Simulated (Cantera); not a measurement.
Feed: 1 mol Si₃N₄, 0.11 mol O₂, 1.8 mol H₂, at 20.0 Pa.

Equilibrium computed with Cantera from the NASA thermochemical tables; the gas is ideal and each condensed phase is pure. Candidate condensed phases: H₂O, Si, SiO₂, Si₂N₂O, Si₃N₄; 35 gas species. Mutual solubility and eutectic melting of coexisting phases are not modelled. Gases not in the tables: Si₂H₆ and higher silanes. The numbers say what is thermodynamically allowed, not how fast it happens.

Q: Which condensed phases are stable at each of these points (T (K)): 1325, 1375, 1425, 1475, 1525, 1575, 1625, 1675, 1725, 1775?

A: 
```
T (K)              condensed phases  Si condensed (%)
-----  ----------------------------  ----------------
1325           Si₂N₂O(s) + Si₃N₄(s)             100.0
1375           Si₂N₂O(s) + Si₃N₄(s)             100.0
1425   Si(s) + Si₂N₂O(s) + Si₃N₄(s)             100.0
1475   Si(s) + Si₂N₂O(s) + Si₃N₄(s)              99.8
1525   Si(s) + Si₂N₂O(s) + Si₃N₄(s)              99.2
1575              Si(s) + Si₂N₂O(s)              93.7
1625                          Si(s)              92.5
1675                          Si(s)              92.4
1725                          Si(l)              91.9
1775                          Si(l)              91.1
```

From 1325 K to 1375 K the condensed part is Si₂N₂O(s) + Si₃N₄(s). From 1425 K to 1525 K the condensed part is Si(s) + Si₂N₂O(s) + Si₃N₄(s). At 1575 K the condensed part is Si(s) + Si₂N₂O(s). From 1625 K to 1675 K the condensed part is Si(s). From 1725 K to 1775 K the condensed part is Si(l).
